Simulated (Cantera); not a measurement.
Feed: 1 mol FeS, 2400 mol H2, 16 mol N2, held at 1250 K and 1 atm.

Equilibrium computed with Cantera from the NASA thermochemical tables; the gas is ideal and each condensed phase is pure. Candidate condensed phases: Fe, FeS, FeS2, S; 16 gas species. The numbers say what is thermodynamically allowed, not how fast it happens.

Base state: H2 0.993, N2 0.00662, H2S 0.000414, NH3 1.25e-5 (mole fractions); condensed: Fe(γ).

Q: What changes in the equilibrium state with this change: FeS replaced by PbS?

A: 
```tsv
species	before	after
H2	0.993	0.993
N2	0.00662	0.00661
Pb	0	0.000395
H2S	0.000414	0.000394
PbS	0	1.92e-5
NH3	1.25e-5	1.24e-5
Fe(γ), mol	1.000	0
```
Further candidate phases: Pb, PbS.

Q: What changes in the equilibrium state with this change: temperature from 1250 K to 800 K?

A: 
| species | before | after |
|---|---|---|
| H2 | 0.993 | 0.993 |
| N2 | 0.00662 | 0.00650 |
| NH3 | 1.25e-5 | 0.000242 |
| H2S | 0.000414 | 0.000153 |
| Fe(γ), mol | 1.000 | 0 |
| Fe(α), mol | 0 | 0.369 |
| FeS(s), mol | 0 | 0.631 |
FeS: taken at fixed stoichiometry.
